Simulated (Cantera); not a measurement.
Feed: 1 mol Fe(CO)₅, 0.13 mol H₂, at 1102 °C and 0.00730 bar.

These are equilibrium values from Cantera (NASA tables, ideal gas, pure condensed phases), not measurements of a reactor. Candidate condensed phases: C, C₆H₆, C₇H₈, C₈H₁₈, Fe, Fe(CO)₅, FeO, Fe(OH)₂, Fe(OH)₃, Fe₂O₃, Fe₃O₄, H₂O; 114 gas species. The numbers say what is thermodynamically allowed, not how fast it happens.

Base state: CO 0.975, H₂ 0.0253, CO₂ 1.54e-5 (mole fractions); condensed: Fe(γ).

Question: What changes in the equilibrium state with this change: Fe(CO)₅ replaced by HgO?

Answer: 
| species | before | after |
|---|---|---|
| Hg | 0 | 0.639 |
| O₂ | <1e-9 | 0.278 |
| H₂O | 8.29e-7 | 0.0830 |
| CO | 0.975 | 0 |
| H₂ | 0.0253 | 5.64e-7 |
| OH | <1e-9 | 7.98e-5 |
| CO₂ | 1.54e-5 | 0 |
| Fe(γ), mol | 1.000 | 0 |
Further candidate phases: Hg, HgO.
